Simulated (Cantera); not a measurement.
Feed: 1 mol NF3, 0.032 mol SO2, 2.3 mol O2, at 3325 K and 0.190 bar.

Cantera equilibrium calculation (NASA polynomials, part measured and part estimated; ideal gas, pure solids and liquids). Candidate condensed phases: S; 35 gas species. The numbers say what is thermodynamically allowed, not how fast it happens.

Base state: F 0.436, O 0.299, O2 0.178, N2 0.0638, NO 0.0178, SO 0.00220, SO2 0.00198, S 0.000465 (mole fractions); condensed: gas only.

### Question
What changes in the equilibrium state with this change: pressure from 0.190 bar to 16.0 Pa?

### Answer
| species | before | after |
|---|---|---|
| O | 0.299 | 0.567 |
| F | 0.436 | 0.366 |
| N2 | 0.0638 | 0.0596 |
| O2 | 0.178 | 0.000536 |
| NO | 0.0178 | 0.000947 |
| SO2 | 0.00198 | 4.19e-8 |
| FO | 7.08e-5 | 9.47e-8 |
| SF | 1.40e-5 | 8.24e-8 |
| SO | 0.00220 | 2.92e-5 |

### Question
What changes in the equilibrium state with this change: NF3 replaced by N2O?

### Answer
```csv
species,before,after
O,0.299,0.419
O2,0.178,0.347
N2,0.0638,0.185
F,0.436,0
NO,0.0178,0.0424
FO,7.08e-5,0
SF,1.40e-5,0
```

### Question
What changes in the equilibrium state with this change: pressure from 0.190 bar to 10.0 mbar?

### Answer
```json
[
 {"species": "O", "before": "0.299", "after": "0.523"},
 {"species": "F", "before": "0.436", "after": "0.378"},
 {"species": "N2", "before": "0.0638", "after": "0.0595"},
 {"species": "O2", "before": "0.178", "after": "0.0285"},
 {"species": "NO", "before": "0.0178", "after": "0.00689"},
 {"species": "SO2", "before": "0.00198", "after": "9.84e-5"},
 {"species": "FO", "before": "7.08e-5", "after": "5.64e-6"},
 {"species": "S", "before": "0.000465", "after": "0.00274"}
]
```
